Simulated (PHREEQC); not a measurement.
0.016 g of hydrous ferric oxide (600 m²/g; 0.2 weak and 0.005 strong sites per Fe, Dzombak-Morel constants, diffuse double layer) in 1 kg of water with 0.05 mol/kgw of an inert sodium salt and 0.00012 mmol/kgw PbCl2, at 25 °C; the pH is set by adding NaOH or the inert anion's acid. Oxygen is held at 0.21 atm. CO2 from the air is kept out. Nothing may precipitate in this run.

All values are PHREEQC results (ion-association model, wateq4f.dat), not measurements.

| pH | Pb sorbed (%) | surface charge σ (C/m²) | surface potential ψ (mV) |
|---|---|---|---|
| 3 | 0.1 | 0.357 | 169 |
| 3.67 | 1.7 | 0.323 | 165 |
| 4.33 | 22.5 | 0.258 | 153 |
| 5 | 80.6 | 0.181 | 135 |
| 5.67 | 98.4 | 0.115 | 112 |
| 6.33 | 99.9 | 0.067 | 86 |
| 7 | 100.0 | 0.034 | 56 |
| 7.67 | 100.0 | 0.012 | 23 |
| 8.33 | 100.0 | -0.006 | -11 |
| 9 | 100.0 | -0.026 | -45 |
| 9.67 | 100.0 | -0.055 | -76 |
| 10.33 | 100.0 | -0.097 | -103 |
| 11 | 100.0 | -0.157 | -127 |

Complexes and solids missing from the database can't appear. The oxide is taken as insoluble; below pH 4 it would dissolve.
